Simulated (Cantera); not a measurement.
A Cantera script and what it prints.

```python
import numpy as np
import cantera as ct

gas_names = """
    H HNO HNO2 HNO3 HO2 H2 H2O H2O2 N NH NH2 NH3 NH2OH NO NO2 NO3 N2 N2H2 N2H4 N2O O OH O2 O3 Si SiH
    SiH2 SiH3 SiH4 SiN SiO SiO2 Si2 Si2N Si3
""".split()
cond_names = """
    H2O(s) H2O(L) Si(cr) Si(L) SiO2(Lqz) SiO2(hqz) SiO2(L) Si2N2O(s) Si3N4(a)
""".split()


# ... load() reads the species with a 1 bar reference pressure and builds the phases ...
atoms = {
    'Si': {'Si': 1},
    'N2O': {'N': 2, 'O': 1},
    'N2': {'N': 2},
    'H2O': {'H': 2, 'O': 1},
}
top_T = {'Si2N2O(s)': 2100, 'Si3N4(a)': 2400}  # K; cautious upper limits of use, not melting points


# ... equilibrate(T, P, feed) seeds the gas with the atoms and calls Mixture.equilibrate('TP', solver="vcs", rtol=1e-11, max_steps=5000) ...
results = []
feed = {'Si': 1, 'N2O': 3.9, 'N2': 180, 'H2O': 0.028}  # mol
P = 1000  # Pa
for T in [1573, 1598, 1623, 1648, 1673, 1698, 1723]:
    mix = equilibrate(T, P, feed)
    results.append((T, P, feed, dict(zip(mix.species_names, mix.species_moles))))
    x = sorted(zip(gas.X, gas.species_names), reverse=True)
    print(f"T = {T:g} K  P = {P:g} Pa  gas = {mix.phase_moles(0):.4g} mol")
    print("   x: " + "  ".join(f"{s} {v:.3e}" for v, s in x if v > 0.001))
    print("   condensed (mol): " + ("  ".join(f"{mix.phase(i).name} {mix.phase_moles(i):.4g}"
          for i in range(1, mix.n_phases) if mix.phase_moles(i) > 1e-12) or "none"))
```

It prints:

```
T = 1573 K  P = 1000 Pa  gas = 184.9 mol
   x: N2 9.946e-01  O2 4.984e-03
   condensed (mol): SiO2(hqz) 1
T = 1598 K  P = 1000 Pa  gas = 184.9 mol
   x: N2 9.945e-01  O2 4.966e-03
   condensed (mol): SiO2(hqz) 1
T = 1623 K  P = 1000 Pa  gas = 184.9 mol
   x: N2 9.945e-01  O2 4.946e-03
   condensed (mol): SiO2(hqz) 1
T = 1648 K  P = 1000 Pa  gas = 184.9 mol
   x: N2 9.945e-01  O2 4.923e-03
   condensed (mol): SiO2(hqz) 1
T = 1673 K  P = 1000 Pa  gas = 184.9 mol
   x: N2 9.945e-01  O2 4.899e-03
   condensed (mol): SiO2(hqz) 1
T = 1698 K  P = 1000 Pa  gas = 184.9 mol
   x: N2 9.944e-01  O2 4.873e-03
   condensed (mol): SiO2(L) 1
T = 1723 K  P = 1000 Pa  gas = 184.9 mol
   x: N2 9.944e-01  O2 4.845e-03
   condensed (mol): SiO2(L) 1
```

Equilibrium computed with Cantera from the NASA thermochemical tables; the gas is ideal and each condensed phase is pure. The tables hold silica as quartz up to 1696 K and as liquid above; real silica turns to tridymite and cristobalite and melts near 1996 K.
